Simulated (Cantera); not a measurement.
**Reactions in the system C-Cl-Ti**

Cantera with NASA thermochemical tables; ideal gases at 1 bar, condensed phases pure. Values are per mole of reaction as written; species without (g) are pure solids or liquids, kept so even where they would boil at 1 bar.

CCl4(g) + Ti ⇌ TiCl4 + C

```tsv
T (K)	ΔH° (kJ)	ΔS° (J/K)	ΔG° (kJ)	log10 K
350	-706.1	-75.7	-679.6	101.43
375	-705.1	-72.8	-677.8	94.41
400	-704.1	-70.2	-676.0	88.27
425	-703.1	-67.8	-674.3	82.87
450	-702.1	-65.5	-672.6	78.07
475	-701.1	-63.5	-671.0	73.79
500	-700.2	-61.5	-669.4	69.93
525	-699.3	-59.7	-667.9	66.45
550	-698.3	-58.0	-666.5	63.29
```

Ti + 3 TiCl4 ⇌ 4 TiCl3(g)

```json
[
 {"T (K)": "350", "ΔH° (kJ)": "246.7", "ΔS° (J/K)": "453.2", "ΔG° (kJ)": "88.1", "log10 K": "-13.15"},
 {"T (K)": "375", "ΔH° (kJ)": "242.8", "ΔS° (J/K)": "442.4", "ΔG° (kJ)": "76.9", "log10 K": "-10.71"},
 {"T (K)": "400", "ΔH° (kJ)": "239.0", "ΔS° (J/K)": "432.5", "ΔG° (kJ)": "66.0", "log10 K": "-8.62"},
 {"T (K)": "425", "ΔH° (kJ)": "235.3", "ΔS° (J/K)": "423.5", "ΔG° (kJ)": "55.3", "log10 K": "-6.79"},
 {"T (K)": "450", "ΔH° (kJ)": "231.6", "ΔS° (J/K)": "415.1", "ΔG° (kJ)": "44.8", "log10 K": "-5.20"},
 {"T (K)": "475", "ΔH° (kJ)": "228.0", "ΔS° (J/K)": "407.3", "ΔG° (kJ)": "34.5", "log10 K": "-3.80"},
 {"T (K)": "500", "ΔH° (kJ)": "224.4", "ΔS° (J/K)": "400.0", "ΔG° (kJ)": "24.4", "log10 K": "-2.55"},
 {"T (K)": "525", "ΔH° (kJ)": "220.9", "ΔS° (J/K)": "393.1", "ΔG° (kJ)": "14.5", "log10 K": "-1.44"},
 {"T (K)": "550", "ΔH° (kJ)": "217.4", "ΔS° (J/K)": "386.6", "ΔG° (kJ)": "4.8", "log10 K": "-0.45"}
]
```
